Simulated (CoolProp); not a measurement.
100 sccm (0 °C, 1 atm) of nitrogen bubbles through liquid octamethyltrisiloxane (MDM) at 286.3 K and leaves saturated at a total pressure of 0.00609 MPa (ideal gas phase). Each further row changes one setting.

Computed with CoolProp (reference Helmholtz-energy equation of state, Thol 2017).

```csv
case,vapour pressure (kPa),mole fraction of vapour,delivery (mg/min),delivery (sccm),change of delivery for a bath 1 K warmer (%)
as stated,0.221,0.0362,___,___,7.8
bath temperature 291.3 K,___,___,57.5,___,7.6
total pressure 0.0122 MPa,0.221,0.0181,19.4,1.84,7.6
```

Q: Some entries are withheld; supply them.

A: 
- as stated, delivery (mg/min): 39.7
- as stated, delivery (sccm): 3.76
- bath temperature 291.3 K, vapour pressure (kPa): 0.315
- bath temperature 291.3 K, mole fraction of vapour: 0.0517
- bath temperature 291.3 K, delivery (sccm): 5.45
